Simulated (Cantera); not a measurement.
An isothermal plug-flow reactor at 625 K and 3.26 atm (inlet), inlet velocity 0.11 m/s, active area per volume 2200 1/m; feed CO : O2 : N2 : H2O = 0.0079 : 0.032 : 0.79 : 0.034 (molar parts), equivalence ratio 0.12.

Cantera simulation using Deutschmann's 1995 Pt surface mechanism with GRI-Mech 3.0 gas chemistry; the numbers are that mechanism's predictions, not measurements. Catalytic surfaces can have several steady states; this one follows from the mechanism file's or the stated starting coverage. Mass transfer to the wall is taken as infinitely fast.

**Question.** What does this change do: pressure from 3.26 atm to 8.59 atm?

**Answer.** 
```json
[
 {"quantity": "x(CO) at z = 0.049 m", "before": "0.000594", "after": "0.00109"},
 {"quantity": "x(O2) at z = 0.049 m", "before": "0.0329", "after": "0.0331"},
 {"quantity": "x(H2O) at z = 0.049 m", "before": "0.0395", "after": "0.0395"},
 {"quantity": "x(CO2) at z = 0.049 m", "before": "0.00859", "after": "0.00809"},
 {"quantity": "θ(free Pt) at the exit", "before": "0.00171", "after": "0.00128"},
 {"quantity": "θ(O*) at the exit", "before": "0.993", "after": "0.991"},
 {"quantity": "θ(OH*) at the exit", "before": "0.00515", "after": "0.00722"}
]
```

**Question.** What does this change do: temperature 625 to 798 K?

**Answer.** 
```
quantity                  before    after
----------------------  --------  -------
x(CO) at z = 0.049 m    0.000594   <1e-12
x(O2) at z = 0.049 m      0.0329   0.0326
x(H2O) at z = 0.049 m     0.0395   0.0395
x(CO2) at z = 0.049 m    0.00859  0.00919
θ(free Pt) at the exit   0.00171   0.0336
θ(O*) at the exit          0.993    0.959
θ(OH*) at the exit       0.00515  0.00700
```
